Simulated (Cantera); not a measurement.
An adiabatic, constant-volume homogeneous reactor starts with 6.84 % C3H8, 18.0 % O2, 67.6 % N2, 7.52 % CO2, equivalence ratio 1.9, at 1625 K and 10.0 bar.

Cantera simulation using GRI-Mech 3.0 (53 species, 325 reactions); the numbers are that mechanism's predictions, not measurements. GRI-Mech 3.0 was tuned for natural gas; its chemistry of propane as a main component is partial and can be far from experiment.

Question: Predict: time of steepest temperature rise; temperature at 0.300 s; equilibrium temperature; x(O2) at 0.300 s; x(CO2) at 0.300 s; x(HO2) at 0.300 s; x(H) at 0.300 s.

Answer: time of steepest temperature rise: 6.73 µs
temperature at 0.300 s: 2958 K
equilibrium temperature: 2958 K
x(O2) at 0.300 s: 0.000202 (gas-phase equilibrium 0.000202)
x(CO2) at 0.300 s: 0.0432 (gas-phase equilibrium 0.0432)
x(HO2) at 0.300 s: 5.42e-7 (gas-phase equilibrium 5.42e-7)
x(H) at 0.300 s: 0.00823 (gas-phase equilibrium 0.00823)
